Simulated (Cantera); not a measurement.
What does this Cantera script print?

```python
import numpy as np
import cantera as ct

gas_names = """
    HBO2 B2O3 H2O
""".split()
cond_names = """

""".split()


# ... load() reads the species with a 1 bar reference pressure and builds the phases ...
species = {s.name: s for s in load("nasa_gas.yaml", gas_names) + load("nasa_condensed.yaml", cond_names)}
# Each term lists the table entries of one substance; the one whose range holds T is used.
reactions = {
    '2 HBO2(g) = B2O3(g) + H2O(g)':
        [(-2, ['HBO2']), (1, ['B2O3']), (1, ['H2O'])],
}


def pick(names, T):
    return next(species[n] for n in names if species[n].thermo.min_temp <= T <= species[n].thermo.max_temp)


results = []
for label, terms in reactions.items():
    print(label)
    print("     T/K   dH/kJ  dS/(J/K)   dG/kJ   log10 K")
    for T in [1000, 1150, 1300, 1450, 1600, 1750, 1900, 2050, 2200, 2350]:
        used = [(nu, pick(names, T)) for nu, names in terms]
        dH = sum(nu * s.thermo.h(T) for nu, s in used) / 1e6
        dS = sum(nu * s.thermo.s(T) for nu, s in used) / 1e3
        dG = dH - T * dS / 1e3
        logK = -dG * 1e6 / (ct.gas_constant * T * np.log(10))
        results.append((label, T, dH, dS, dG, logK, [s.name for _, s in used]))
        print(f"{T:8g} {dH:8.1f} {dS:8.1f} {dG:8.1f} {logK:8.2f}")
```

Result:

```
2 HBO2(g) = B2O3(g) + H2O(g)
     T/K   dH/kJ  dS/(J/K)   dG/kJ   log10 K
    1000     49.7      5.4     44.3    -2.31
    1150     50.3      6.0     43.4    -1.97
    1300     50.8      6.4     42.5    -1.71
    1450     51.2      6.7     41.5    -1.49
    1600     51.6      7.0     40.5    -1.32
    1750     52.0      7.2     39.4    -1.18
    1900     52.3      7.4     38.3    -1.05
    2050     52.7      7.6     37.2    -0.95
    2200     53.1      7.7     36.0    -0.86
    2350     53.4      7.9     34.9    -0.78
```

Cantera with NASA thermochemical tables; ideal gases at 1 bar, condensed phases pure. Condensed species are held in their standard states even where they would react or evaporate.
